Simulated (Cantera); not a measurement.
A closed system holds: 1 mol Fe(CO)5, 0.12 mol O2, 8.1 mol N2, held at 45.8 Torr.

Method: chemical equilibrium by Gibbs-energy minimisation in Cantera with the NASA 1993 tables (ideal gas, pure condensed phases). Candidate condensed phases: C, Fe, Fe(CO)5, FeO, Fe2O3, Fe3O4; 27 gas species. The numbers say what is thermodynamically allowed, not how fast it happens.

Q: At 1150 K, list the 3 most abundant gas species with their mole fractions, and the condensed phases.

A: N2 0.618, CO 0.363, CO2 0.0183. Condensed: Fe(α).
